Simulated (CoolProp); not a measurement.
A single-stage vapour-compression cycle with the fluid: evaporating at 271.15 K (dew point), condensing at 297.15 K (bubble point), superheat 8 K, subcooling 5 K, compressor efficiency 0.85, no pressure losses. The same conditions are run with several fluids, on thermodynamics alone (safety and materials aside).

The numbers come from the reference Helmholtz-energy equation of state of each fluid (R125: Lemmon 2005; propylene: Lemmon 2013; R245ca: Zhou 2016; R1336mzz(E): Akasaka 2023; chloromethane (R40): Thol 2014; propane: Lemmon 2009) in CoolProp.

Task: Rank R125, propylene, R245ca, R1336mzz(E), chloromethane (R40), propane by cooling COP, highest first.

Result: R245ca (8.38), R1336mzz(E) (8.25), chloromethane (R40) (8.10), propane (8.05), propylene (7.98), R125 (7.71)

| fluid | pressure ratio | discharge temperature (K) | refrigerating effect (kJ/kg) | volumetric capacity (kJ/m³) |
|---|---|---|---|---|
| R125 | 2.13 | 307.8 | 115 | 4300 |
| propylene | 2.05 | 314.8 | 341 | 3800 |
| R245ca | 3.12 | 307.5 | 198 | 359 |
| R1336mzz(E) | 2.80 | 302.8 | 139 | 678 |
| chloromethane (R40) | 2.32 | 339.3 | 379 | 2100 |
| propane | 2.08 | 311.5 | 337 | 3160 |
